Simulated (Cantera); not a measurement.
A closed system holds: 1 mol CO, 0.02 mol O2, 3.6 mol H2, at 2725 °C and 35.0 bar.

These are equilibrium values from Cantera (NASA tables, ideal gas, pure condensed phases), not measurements of a reactor. Candidate condensed phases: C, C6H6, C7H8, C8H18, H2O; 110 gas species. The ideal-gas law is rough above about 30 bar. Equilibrium is a limit: real reactors are often held back by kinetics, nucleation or transport.

Base state: H2 0.754, CO 0.215, H 0.0230, H2O 0.00821, CO2 0.000316, OH 8.33e-5, HCO 1.34e-5 (mole fractions); condensed: gas only.

Problem. What changes in the equilibrium state with this change: O2 from 0.02 to 0.01 mol?

Solution. 
```tsv
species	before	after
H2	0.754	0.758
CO	0.215	0.215
H	0.0230	0.0231
H2O	0.00821	0.00414
CO2	0.000316	0.000158
CH4	9.45e-6	1.91e-5
OH	8.33e-5	4.19e-5
```
